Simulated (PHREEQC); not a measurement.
Dissolve 0.12 mol/kgw CuSO4 and 0.094 mol/kgw HBF4 at 25 °C. Closed to the air; pH follows from the charge balance.

Equilibrium calculation in PHREEQC: ion-association model, wateq4f.dat.

No solid was allowed to form.

Q: Predict the pH, ionic strength, activity of water.

A: pH 1.44; ionic strength 0.328 mol/kgw; activity of water 0.994.

Q: In which forms is S present?

A: HSO4- 38 %, CuSO4 32 %, SO4-2 30 % of the S.

Real BF4- forms and hydrolyses slowly; the run takes it at equilibrium.
